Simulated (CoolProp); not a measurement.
A simple Rankine cycle with R124: condensing at 300.15 K, boiler at 1.73 MPa, turbine inlet 362.5 K, turbine efficiency 0.85, pump efficiency 0.6, no recuperator. Each further row changes one setting.

Computed with CoolProp (reference Helmholtz-energy equation of state, de Vries 1995).

```json
[
 {"case": "as stated", "thermal efficiency (%)": "10.8", "net work (kJ/kg)": "19.0", "heat in (kJ/kg)": "176", "turbine exit temperature (K)": "314.6", "volume ratio over the turbine": "4.71"},
 {"case": "turbine inlet 382.5 K", "thermal efficiency (%)": "10.9", "net work (kJ/kg)": "21.4", "heat in (kJ/kg)": "197", "turbine exit temperature (K)": "337.6", "volume ratio over the turbine": "4.47"},
 {"case": "condensing temperature 292.15 K", "thermal efficiency (%)": "12.2", "net work (kJ/kg)": "22.5", "heat in (kJ/kg)": "185", "turbine exit temperature (K)": "308.1", "volume ratio over the turbine": "6.03"},
 {"case": "boiler pressure 1.21 MPa", "thermal efficiency (%)": "8.6", "net work (kJ/kg)": "16.0", "heat in (kJ/kg)": "186", "turbine exit temperature (K)": "330.0", "volume ratio over the turbine": "3.05"},
 {"case": "turbine efficiency 0.75", "thermal efficiency (%)": "9.4", "net work (kJ/kg)": "16.5", "heat in (kJ/kg)": "176", "turbine exit temperature (K)": "317.6", "volume ratio over the turbine": "4.77"}
]
```
